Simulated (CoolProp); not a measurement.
Vapour-liquid equilibrium of R143a (1) + fluoroethane (R161) (2) at 1.37 bar; x and y are mole fractions of (1).

Model: multi-fluid Helmholtz-energy mixture model, Lemmon and Jacobsen 2000 and Wu 2012; pair parameters Bell 2016, in CoolProp.

```
x     bubble temperature, mixture model (K)  bubble temperature, Raoult's law (K)  y, mixture model  y, Raoult's law
----  -------------------------------------  ------------------------------------  ----------------  ---------------
0.05                                  241.7                                 241.8             0.077            0.074
0.15                                      ?                                 240.6             0.217            0.212
0.25                                      ?                                 239.5             0.340            0.338
0.35                                  238.1                                 238.5             0.451            0.453
0.45                                      ?                                 237.4             0.552            0.558
0.55                                  236.1                                 236.5             0.646            0.654
0.65                                      ?                                 235.5             0.733            0.742
0.75                                      ?                                 234.6                 ?            0.823
0.85                                  233.6                                 233.7                 ?            0.898
0.95                                  232.9                                 232.9                 ?            0.967
```

Q: Complete the blanks.

A: 
- 0.15, bubble temperature, mixture model (K): 240.4
- 0.25, bubble temperature, mixture model (K): 239.2
- 0.45, bubble temperature, mixture model (K): 237.1
- 0.65, bubble temperature, mixture model (K): 235.3
- 0.75, bubble temperature, mixture model (K): 234.4
- 0.75, y, mixture model: 0.814
- 0.85, y, mixture model: 0.892
- 0.95, y, mixture model: 0.965

The largest gap from Raoult's law is -0.4 K in bubble temperature, at x = 0.35. No azeotrope shows between x = 0.05 and 0.95.

Pair parameters are fitted to limited data, so mixtures are less certain than the pure fluids.
